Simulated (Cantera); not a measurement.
Charge: 1 mol Ta(OEt)5, 0.93 mol CO2, 170 mol H2, at 2700 K and 1 atm.

Method: chemical equilibrium by Gibbs-energy minimisation in Cantera with the NASA 1993 tables (ideal gas, pure condensed phases). Candidate condensed phases: C, C6H6, C7H8, C8H18, H2O, Ta, TaC, Ta2O5; 113 gas species. The feed counts by its element totals alone. TaC: taken at fixed stoichiometry. Condensed phases not in the tables: Ta2C. Rates play no part.

### Question
What is the equilibrium state?

### Answer
```
Property                                   Result
--------------------------------------  ---------
x(H2)                                       0.903
x(H)                                       0.0536
x(CO)                                      0.0353
x(C2H2 (acetylene))                       0.00770
x(CH3)                                    5.65e-5
x(CH4)                                    5.55e-5
x(C2H)                                    4.86e-5
x(C4H2)                                   2.73e-5
x(C2H2 (vinylidene))                      1.12e-5
n(TaC(s))                                1.00 mol
gas amount                              194.6 mol
log10 activity of C(graphite) (absent)      -0.22
log10 activity of Ta(s) (absent)            -2.50
log10 activity of Ta2O5(l) (absent)        -25.53
```
